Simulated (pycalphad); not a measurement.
Computed with pycalphad from the COST 507 light-alloy database (1999), at 1 atm. The data set is of 1999 and partly superseded.

Question: How does the equilibrium phase assembly of Si-11.7Al (at.%) change on cooling from 1850 K to 500 K?

Answer: 
```csv
T (K),phases above,phases below
1629.2,liquid,diamond (Si) + liquid
850.1,diamond (Si) + liquid,diamond (Si) + fcc
```
Changes were sought between steps of 50 K, so a narrower field can be missed.
